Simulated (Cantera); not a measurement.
Stirred combustor or abatement burner

A perfectly stirred reactor is fed with H2 : O2 : N2 = 1 : 0.549 : 2.07 (molar parts), equivalence ratio 0.91, at 750 Torr; it is adiabatic with a 650 K inlet, and is followed from long to short residence time, starting on the burning branch (τ in s: 0.26, 0.11, 0.048, 0.021, 0.0091, 0.0039, 0.0017, 0.00074, 0.00032, 0.00014, 6.1e-05).

Cantera simulation using the H2/O2 subset of GRI-Mech 3.0, which has no nitrogen chemistry; the numbers are that mechanism's predictions, not measurements.

| τ (s) | T (K) | x H2 | x O2 | x O | x H2O2 | x H |
|---|---|---|---|---|---|---|
| 0.26 | 2499 | 0.0131 | 0.0184 | 0.00199 | 2.82e-7 | 0.00293 |
| 0.11 | 2498 | 0.0132 | 0.0184 | 0.00201 | 2.81e-7 | 0.00297 |
| 0.048 | 2495 | 0.0135 | 0.0185 | 0.00206 | 2.79e-7 | 0.00307 |
| 0.021 | 2488 | 0.0140 | 0.0187 | 0.00216 | 2.75e-7 | 0.00328 |
| 0.0091 | 2473 | 0.0152 | 0.0192 | 0.00240 | 2.67e-7 | 0.00379 |
| 0.0039 | 2439 | 0.0177 | 0.0202 | 0.00294 | 2.58e-7 | 0.00500 |
| 0.0017 | 2377 | 0.0220 | 0.0219 | 0.00403 | 2.60e-7 | 0.00761 |
| 0.00074 | 2277 | 0.0279 | 0.0247 | 0.00589 | 2.97e-7 | 0.0126 |
| 0.00032 | 2143 | 0.0343 | 0.0282 | 0.00847 | 4.01e-7 | 0.0206 |
| 0.00014 | 1985 | 0.0399 | 0.0323 | 0.0114 | 6.37e-7 | 0.0315 |
| 6.1e-5 | 1810 | 0.0450 | 0.0373 | 0.0139 | 1.20e-6 | 0.0450 |
x: mole fraction; the columns are a selection and need not sum to one.
